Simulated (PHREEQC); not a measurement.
PHREEQC input (ion-association model, wateq4f.dat):

```
SOLUTION_MASTER_SPECIES
  An  An-  0  An  62.0  # stands for a non-complexing anion
SOLUTION_SPECIES
  An- = An-
    -log_k 0
    -gamma 3.0 0
PHASES
  Fix_H+
    H+ = H+
    -log_k 0
SOLUTION 1
  temp 25
  units mmol/kgw
  pH 7 charge
  Cl 0.08
  Zn 0.04
  Na 300
  An 300
END
SELECTED_OUTPUT 1
  -reset false
  -pH true
  -pe true
  -ionic_strength true
  -water true
  -totals Cl Na Zn
  -molalities Hfo_wOH Hfo_wOH2+ Hfo_wO- Hfo_sOH Hfo_sOH2+ Hfo_sO- Hfo_sOZn+ Hfo_wOZn+
  -saturation_indices Zn(OH)2-e Zn5(OH)8Cl2 Halite
USER_PUNCH 1
  -headings sigma psi
  10 PUNCH EDL("sigma", "Hfo"), EDL("psi", "Hfo")
PRINT
  -reset false
USE solution 1
SURFACE 1
  Hfo_wOH 0.00382022 600 1.7
  Hfo_sOH 9.55056e-05
EQUILIBRIUM_PHASES 1
  Fix_H+ -4 HAn 10
    -force_equality true
  O2(g) -0.68 10
END
# ... the last block is repeated for the other 16 points of pH, with NaOH or the acid as the point needs
```

Selected output (columns that matter, 17 of 17 rows; pH added in front):

```
pH	mu	Cl	Na	Zn	m_Hfo_wOH	m_Hfo_wOH2+	m_Hfo_wO-	m_Hfo_sOH	m_Hfo_sOH2+	si_Zn(OH)2-e	si_Zn5(OH)8Cl2	si_Halite	sigma	psi
4	0.30209	8e-05	0.3	3.9946e-05	0.00022005	0.0035999	3.0815e-07	5.4983e-06	8.9947e-05	-8.4458	-39.748	-6.5092	0.34904	0.12282
4.5	0.30184	8e-05	0.3	3.9511e-05	0.00053136	0.0032869	1.9679e-06	1.3219e-05	8.1769e-05	-7.4504	-35.771	-6.5091	0.31853	0.11823
5	0.30155	8e-05	0.3	3.6311e-05	0.0010266	0.0027848	8.6696e-06	2.4716e-05	6.7046e-05	-6.487	-31.954	-6.509	0.2693	0.10983
5.5	0.30119	8e-05	0.3	2.3536e-05	0.0015982	0.0021945	2.6665e-05	3.3404e-05	4.5866e-05	-5.6751	-28.895	-6.5089	0.21093	0.097744
6	0.30084	8e-05	0.3	7.5448e-06	0.0021152	0.0016406	6.2477e-05	3.5971e-05	2.79e-05	-5.1692	-27.365	-6.5088	0.1549	0.08284
6.5	0.30057	8e-05	0.3	1.3462e-06	0.0025041	0.0011933	0.00012037	3.889e-05	1.8534e-05	-4.918	-27.109	-6.5088	0.10674	0.065774
7	0.30036	8e-05	0.3	1.955e-07	0.0027535	0.00086285	0.0002013	4.2018e-05	1.3167e-05	-4.7573	-27.305	-6.5087	0.067305	0.046967
7.5	0.30018	8e-05	0.3	2.7348e-08	0.0028857	0.00062841	0.00030356	4.3921e-05	9.5646e-06	-4.6167	-27.602	-6.5087	0.03498	0.026739
8	0.30005	8e-05	0.30001	3.955e-09	0.0029301	0.0004603	0.00042728	4.4581e-05	7.0035e-06	-4.4811	-27.924	-6.5086	0.0069557	0.0055507
8.5	0.30019	8e-05	0.3003	7.4889e-10	0.0029039	0.00033214	0.00058161	4.418e-05	5.0532e-06	-4.3393	-28.215	-6.5083	-0.020176	-0.015874
9	0.30036	7.9999e-05	0.30062	3.547e-10	0.0028015	0.00022818	0.00078794	4.2622e-05	3.4716e-06	-4.1763	-28.4	-6.5078	-0.049977	-0.03673
9.5	0.30057	7.9999e-05	0.30103	4.2593e-10	0.0025986	0.0001439	0.001075	3.9536e-05	2.1893e-06	-3.9761	-28.399	-6.5073	-0.085646	-0.056394
10	0.3009	7.9998e-05	0.30159	7.4676e-10	0.0022688	8.03e-05	0.0014685	3.4517e-05	1.2217e-06	-3.7228	-28.133	-6.5066	-0.12954	-0.074473
10.5	0.3015	7.9997e-05	0.30246	1.7183e-09	0.0018053	3.7817e-05	0.0019744	2.7467e-05	5.7536e-07	-3.3958	-27.498	-6.5055	-0.18221	-0.090576
11	0.30281	7.9996e-05	0.30408	5.9666e-09	0.0012483	1.397e-05	0.0025552	1.8993e-05	2.1256e-07	-2.9634	-26.337	-6.5035	-0.24029	-0.10405
11.5	0.30628	7.9995e-05	0.30784	4.0441e-08	0.00070501	3.6627e-06	0.0031088	1.0733e-05	5.5759e-08	-2.3827	-24.434	-6.499	-0.29445	-0.11391
12	0.31661	7.9995e-05	0.31837	6.4842e-07	0.00030993	6.2747e-07	0.0035069	4.7625e-06	9.6419e-09	-1.6273	-21.66	-6.4868	-0.3331	-0.11928
```

Complexes and solids missing from the database can't appear.
